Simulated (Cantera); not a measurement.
An isothermal, constant-pressure homogeneous reactor starts with 1.28 % H2, 98.7 % O2, equivalence ratio 0.0065, at 1048 K and 4.88 Torr.

Model: the H2/O2 subset of GRI-Mech 3.0, which has no nitrogen chemistry, integrated in Cantera. Radical loss at walls, strong at low pressure, is not modelled.

x: mole fraction; the columns are a selection and need not sum to one.

```csv
t (s),x H2,x O2,x H2O,x O,x H2O2,x OH,x HO2
0.000400,0.0128,0.987,1.00e-11,5.08e-11,<1e-12,4.48e-11,8.41e-11
0.00107,0.0128,0.987,1.18e-10,2.51e-10,<1e-12,1.87e-10,2.25e-10
0.00286,0.0128,0.987,?,?,<1e-12,?,6.08e-10
0.00765,0.0128,0.987,6.70e-8,5.76e-8,<1e-12,3.28e-8,1.92e-9
0.0205,0.0123,0.987,0.000441,0.000364,1.80e-9,0.000199,9.75e-7
0.0547,8.92e-5,0.977,0.0120,0.00903,1.36e-8,0.000604,1.10e-6
0.146,5.19e-5,0.980,0.0123,0.00661,1.18e-8,0.000477,9.28e-7
0.391,2.60e-5,0.984,0.0126,0.00329,1.18e-8,0.000338,6.97e-7
1.05,7.81e-6,0.986,0.0128,0.000993,1.08e-8,0.000186,3.95e-7
2.80,?,0.987,0.0129,?,?,?,?
7.48,2.67e-7,0.987,0.0129,3.53e-5,4.43e-9,3.52e-5,5.01e-8
20.0,4.87e-8,0.987,0.0129,6.56e-6,1.77e-9,1.52e-5,1.33e-8
```

Question: Fill in the missing entries.

Answer: 
- 0.00286, x H2O: 1.51e-9
- 0.00286, x O: 1.73e-9
- 0.00286, x OH: 1.06e-9
- 2.80, x H2: 1.56e-6
- 2.80, x O: 0.000201
- 2.80, x H2O2: 8.10e-9
- 2.80, x OH: 8.39e-5
- 2.80, x HO2: 1.61e-7
